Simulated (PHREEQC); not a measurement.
A solution holds 0.17 mol ZnSO4 and 0.012 mol HCl per kg of water, at 60 °C. Closed to the air; pH follows from the charge balance.

Computed with PHREEQC (ion-association model, phreeqc.dat).

```
Quantity                 Result
----------------  -------------
pH                         2.64
ionic strength    0.329 mol/kgw
density             1.010 g/cm³
total alkalinity   -12.0 meq/kg
```

| species | molality | activity | log γ |
|---|---|---|---|
| Zn+2 | 0.0828 | 0.0190 | -0.639 |
| ZnSO4 | 0.0644 | 0.0695 | 0.033 |
| SO4-2 | 0.0551 | 0.0123 | -0.653 |
| Zn(SO4)2-2 | 0.0207 | 0.00545 | -0.580 |
| Cl- | 0.00996 | 0.00660 | -0.179 |
| HSO4- | 0.00901 | 0.00645 | -0.145 |
| H+ | 0.00299 | 0.00230 | -0.115 |
| ZnCl+ | 0.00202 | 0.00134 | -0.177 |

Precipitation was switched off in this run. Constants without temperature data keep their 25 °C values here.
